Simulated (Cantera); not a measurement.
Cantera run:

```python
import numpy as np
import cantera as ct

gas_names = [...]  # 91 gases of nasa_gas.yaml made of C, Cl, H
cond_names = """
    C(gr) C6H6(L) C7H8(L) C8H18(L),n-octa
""".split()


# ... load() reads the species with a 1 bar reference pressure and builds the phases ...
atoms = {
    'CCl4': {'C': 1, 'CL': 4},
    'HCl': {'H': 1, 'CL': 1},
    'H2': {'H': 2},
}
top_T = {'C(gr)': 4500}  # K; cautious upper limits of use, not melting points


# ... equilibrate(T, P, feed) seeds the gas with the atoms and calls Mixture.equilibrate('TP', solver="vcs", rtol=1e-11, max_steps=5000) ...
results = []
feed = {'CCl4': 1, 'HCl': 0.011, 'H2': 0.073}  # mol
P = 1100  # Pa
for T in [2673, 2698, 2723, 2748, 2773, 2798, 2823, 2848, 2873, 2898, 2923, 2948, 2973, 2998]:
    mix = equilibrate(T, P, feed)
    results.append((T, P, feed, dict(zip(mix.species_names, mix.species_moles))))

top = {s: max(r[3][s] / sum(r[3][g] for g in gas_names) for r in results) for s in gas_names}
cols = sorted((s for s in top if top[s] > 1e-05), key=lambda s: -top[s])[:5]
seen = [c for c in cond_names if any(r[3].get(c, 0) > 1e-12 for r in results)]
print("log10 of partial pressures in bar; condensed amounts in mol")
print(f"{'T/K':>10s}" + "".join(f"{s[:9]:>10s}" for s in cols + seen))
for T, P, feed, n in results:
    ng = sum(n[g] for g in gas_names)
    print(f"{T:10.4g}" + "".join(f"{np.log10(max(n[s] / ng * P / 1e5, 1e-99)):10.3f}" for s in cols)
          + "".join(f"{n.get(c, 0):10.4g}" for c in seen))
```

It prints:

```
log10 of partial pressures in bar; condensed amounts in mol
       T/K        CL       HCL        C3         H         C     C(gr)
      2673    -1.976    -3.441    -5.213    -4.203    -5.813    0.9919
      2698    -1.976    -3.456    -5.067    -4.135    -5.684    0.9887
      2723    -1.977    -3.472    -4.924    -4.070    -5.557    0.9844
      2748    -1.977    -3.490    -4.784    -4.009    -5.433    0.9785
      2773    -1.977    -3.511    -4.646    -3.952    -5.311    0.9705
      2798    -1.977    -3.535    -4.511    -3.899    -5.191    0.9598
      2823    -1.978    -3.561    -4.379    -3.849    -5.073    0.9455
      2848    -1.979    -3.589    -4.249    -3.803    -4.957    0.9263
      2873    -1.980    -3.621    -4.121    -3.761    -4.843    0.9009
      2898    -1.981    -3.655    -3.995    -3.723    -4.732    0.8672
      2923    -1.982    -3.692    -3.872    -3.688    -4.622    0.8228
      2948    -1.985    -3.733    -3.751    -3.658    -4.514    0.7644
      2973    -1.988    -3.776    -3.632    -3.631    -4.408    0.6876
      2998    -1.991    -3.823    -3.515    -3.607    -4.303    0.5869
```

Cantera equilibrium calculation (NASA polynomials, part measured and part estimated; ideal gas, pure solids and liquids). The tables' values for CCl are old estimates; treat these amounts as uncertain.
